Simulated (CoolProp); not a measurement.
A closed Brayton cycle with carbon dioxide: compressor inlet 313.15 K and 8.1 MPa, high pressure 27.6 MPa, turbine inlet 875 K, compressor efficiency 0.8, turbine efficiency 0.9, recuperator effectiveness 0.9 (on enthalpy, no pinch check). Each further row changes one setting.

Computed with CoolProp (reference Helmholtz-energy equation of state, Span 1996).

| case | thermal efficiency (%) | net work (kJ/kg) | compressor to turbine work | compressor exit (K) | turbine exit (K) |
|---|---|---|---|---|---|
| as stated | 36.4 | 111 | 0.34 | 402.2 | 724.6 |
| turbine inlet 825 K | 34.7 | 100 | 0.36 | 402.2 | 679.9 |
| compressor inlet 323.15 K | 34.5 | 98.7 | 0.41 | 428.5 | 724.6 |
| high pressure 23.5 MPa | 35.5 | 101 | 0.32 | 390.0 | 743.6 |
| recuperator effectiveness 0.5 | 24.5 | 111 | 0.34 | 402.2 | 724.6 |
